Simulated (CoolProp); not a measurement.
Aqueous propylene glycol as a coolant, 55 % by mass, freezing at -40.2 °C, 1 atm.

The numbers come from the Melinder's fits for secondary coolants in CoolProp.

```json
[
 {"T (°C)": "-17.8", "density (kg/m³)": "1063", "Prandtl number": "919", "cp (kJ/(kg K))": "3.278", "conductivity (W/(m K))": "0.325"},
 {"T (°C)": "-12.8", "density (kg/m³)": "1061", "Prandtl number": "608", "cp (kJ/(kg K))": "3.299", "conductivity (W/(m K))": "0.327"},
 {"T (°C)": "-7.8", "density (kg/m³)": "1058", "Prandtl number": "414", "cp (kJ/(kg K))": "3.320", "conductivity (W/(m K))": "0.329"},
 {"T (°C)": "-2.7", "density (kg/m³)": "1056", "Prandtl number": "287", "cp (kJ/(kg K))": "3.341", "conductivity (W/(m K))": "0.331"},
 {"T (°C)": "2.3", "density (kg/m³)": "1053", "Prandtl number": "207", "cp (kJ/(kg K))": "3.362", "conductivity (W/(m K))": "0.333"},
 {"T (°C)": "7.3", "density (kg/m³)": "1050", "Prandtl number": "152", "cp (kJ/(kg K))": "3.383", "conductivity (W/(m K))": "0.335"},
 {"T (°C)": "12.4", "density (kg/m³)": "1046", "Prandtl number": "114", "cp (kJ/(kg K))": "3.404", "conductivity (W/(m K))": "0.337"},
 {"T (°C)": "17.4", "density (kg/m³)": "1043", "Prandtl number": "88.1", "cp (kJ/(kg K))": "3.425", "conductivity (W/(m K))": "0.339"},
 {"T (°C)": "22.4", "density (kg/m³)": "1040", "Prandtl number": "69.3", "cp (kJ/(kg K))": "3.446", "conductivity (W/(m K))": "0.341"},
 {"T (°C)": "27.5", "density (kg/m³)": "1036", "Prandtl number": "55.4", "cp (kJ/(kg K))": "3.467", "conductivity (W/(m K))": "0.343"},
 {"T (°C)": "32.5", "density (kg/m³)": "1033", "Prandtl number": "45.3", "cp (kJ/(kg K))": "3.488", "conductivity (W/(m K))": "0.346"}
]
```
